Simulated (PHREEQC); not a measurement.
Solution (25 °C): 0.027 mol/kgw CuSO4, 0.0004 mol/kgw HBF4 and 0.00013 mol/kgw FeCl3. Closed to the air; pH follows from the charge balance.

All values are PHREEQC results (ion-association model, wateq4f.dat), not measurements.

Each row changes one thing in this solution. Precipitation was switched off in this run.

```csv
case,pH,ionic strength (mol/kgw),SO4-2 (mol/kgw),F- (mol/kgw),HF (mol/kgw),HSO4- (mol/kgw),SI of Goethite (FeOOH),SI of Fe(OH)3(a) (Fe(OH)3)
as made,3.25,0.0669,0.0163,0.000714,0.000464,0.000463,+2.23,-3.66
temperature from 25 to 30 °C,3.28,0.0665,0.0161,0.000704,0.000475,___,+2.42,-3.64
0.0014 mol/kgw Na2CO3 added,5.34,0.0685,0.0169,0.00125,6.58e-6,3.89e-6,+7.66,+1.77
diluted 2-fold with water,3.44,0.0369,0.00898,___,0.000191,0.000189,+2.96,-2.94
temperature from 25 to 20 °C,3.23,0.0675,0.0164,0.000725,0.000452,0.000441,+2.03,-3.68
CuSO4 replaced by NH4HSO4 at the same molality,1.85,0.0560,0.0142,7.83e-5,___,0.0107,-0.15,-6.04
```

**Question.** Fill in the missing entries.

**Answer.** 
- temperature from 25 to 30 °C, HSO4- (mol/kgw): 0.000486
- diluted 2-fold with water, F- (mol/kgw): 0.000427
- CuSO4 replaced by NH4HSO4 at the same molality, HF (mol/kgw): 0.00131

Some of these states are supersaturated (in Hematite (slow to form), Goethite (slow to form), Brochantite, for instance). Real BF4- forms and hydrolyses slowly; the run takes it at equilibrium. Fluoro complexes past AlF4- and FeF3 are missing from the database.
